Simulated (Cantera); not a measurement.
Charge: 1 mol SiC, 0.51 mol N₂O, 21 mol H₂, held at 3.30 bar.

Cantera equilibrium calculation (NASA polynomials, part measured and part estimated; ideal gas, pure solids and liquids). Candidate condensed phases: C, C₆H₆, C₇H₈, C₈H₁₈, H₂O, Si, SiC, SiO₂, Si₂N₂O, Si₃N₄; 151 gas species. Mutual solubility and eutectic melting of coexisting phases are not modelled. Gases not in the tables: Si₂H₆ and higher silanes. The numbers say what is thermodynamically allowed, not how fast it happens.

x: gas mole fraction; n: condensed amount in mol.

```
T (°C)   x H₂     x CH₄      x N₂      x CO     x SiO  n C(graphite)  n Si₂N₂O(s)  n SiC(s)
------  -----  --------  --------  --------  --------  -------------  -----------  --------
1075    0.981    0.0185  0.000477  0.000476   2.35e-8          0.608        0.500         0
1175    0.988    0.0108  0.000471  0.000477   3.07e-7          0.766        0.500         0
1275    0.991   0.00665   0.00117   0.00119   2.84e-6          0.804        0.485    0.0302
1375    0.984   0.00428   0.00569   0.00576   1.98e-5          0.556            …     0.225
1475    0.968   0.00211    0.0147    0.0148  0.000127              0            …     0.623
1575    0.967  0.000682    0.0157    0.0150  0.000849              0            …     0.651
1675    0.962  0.000246    0.0181    0.0140   0.00425              0            …     0.683
```

Problem. What belongs in the gaps?

Solution. 
- 1375, n Si₂N₂O(s): 0.387
- 1475, n Si₂N₂O(s): 0.187
- 1575, n Si₂N₂O(s): 0.165
- 1675, n Si₂N₂O(s): 0.112
